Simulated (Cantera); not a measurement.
# Thermal oxidation and active oxidation of silicon: Si + N2O + N2

A closed system holds: 1 mol Si, 0.013 mol N2O, a varied amount of N2, equilibrated at 0.200 Pa.

Cantera equilibrium calculation (NASA polynomials, part measured and part estimated; ideal gas, pure solids and liquids). Candidate condensed phases: Si, SiO2, Si2N2O, Si3N4; 16 gas species. The numbers say what is thermodynamically allowed, not how fast it happens.

Problem. Map the stable condensed phases over T = 1298, 1373, 1448, 1523, 1598, 1673, 1748, 1823, 1898, 1973, 2048 K and n(N2) in mol = 92, 120, 150, 190, 230, 290, 370, 470, 590, 750.

Solution. 
```
T in K \ n(N2) in mol
          92 120 150 190 230 290 370 470 590 750
   2048    A   A   A   A   A   A   A   A   A   A
   1973    A   A   A   A   A   A   A   A   A   A
   1898    A   A   A   A   A   A   A   A   A   A
   1823    A   A   A   A   A   A   A   A   A   A
   1748    A   A   A   A   A   A   A   A   A   A
   1673    A   A   A   A   A   A   A   A   A   A
   1598    A   A   A   A   A   A   A   A   A   A
   1523    B   A   A   A   A   A   A   A   A   A
   1448    B   B   B   B   B   B   B   B   B   A
   1373    B   B   B   B   B   B   B   B   B   B
   1298    C   C   C   C   C   C   C   C   C   C
```
A: gas only; B: Si; C: Si3N4.
